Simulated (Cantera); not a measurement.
Charge: 1 mol acetone, 0.1 mol H2O, a varied amount of H2, equilibrated at 2625 K and 0.0180 bar.

Cantera equilibrium calculation (NASA polynomials, part measured and part estimated; ideal gas, pure solids and liquids). Candidate condensed phases: C, C6H6, C7H8, C8H18, H2O; 110 gas species. The feed counts by its element totals alone. Equilibrium is a limit: real reactors are often held back by kinetics, nucleation or transport.

x: gas mole fraction; n: condensed amount in mol.

```
n(H2) (mol)   x H2    x H    x CO  x C2H2 (acetylene)  n C(graphite)
-----------  -----  -----  ------  ------------------  -------------
10           0.662  0.258  0.0675              0.0118           1.48
13           0.672  0.259  0.0556              0.0120           1.39
17           0.681  0.261     ___              0.0122            ___
23           0.689  0.263  0.0351              0.0123           1.07
30           0.695  0.264  0.0279              0.0124          0.846
40           0.700  0.265  0.0216              0.0125          0.528
52           0.704  0.266     ___              0.0126            ___
69           0.709  0.267  0.0130              0.0105              0
91           0.714  0.267  0.0100             0.00810              0
```

Q: Some entries are withheld; supply them.

A: 
- 52, x CO: 0.0170
- 52, n C(graphite): 0.145
- 17, x CO: 0.0451
- 17, n C(graphite): 1.26
